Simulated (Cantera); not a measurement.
Charge: 1 mol CH3Cl, 0.36 mol Si, held at 100 Torr.

Method: chemical equilibrium by Gibbs-energy minimisation in Cantera with the NASA 1993 tables (ideal gas, pure condensed phases). Candidate condensed phases: C, C6H6, C7H8, C8H18, Si, SiC; 109 gas species. The tables' values for SiCl3 are old estimates; treat these amounts as uncertain. The numbers say what is thermodynamically allowed, not how fast it happens. All values below are at 1373 K.

Base state: H2 0.568, HCl 0.400, SiCl4 0.0221, SiCl3 0.00405, SiCl2 0.00343, SiHCl3 0.00199, CH4 0.000217, SiH2Cl2 2.65e-5 (mole fractions); condensed: C(graphite) + SiC(s).

Q: What changes in the equilibrium state with this change: CH3Cl replaced by CF4?

A: 
```tsv
species	before	after
CF4	0	0.640
SiF4	0	0.360
CF2	0	1.18e-5
H2	0.568	0
HCl	0.400	0
SiCl4	0.0221	0
SiCl3	0.00405	0
SiCl2	0.00343	0
SiHCl3	0.00199	0
CH4	0.000217	0
C(graphite), mol	0.701	0.360
SiC(s), mol	0.298	0
```
Gases not in the tables: C2F6 and larger saturated fluorocarbons.
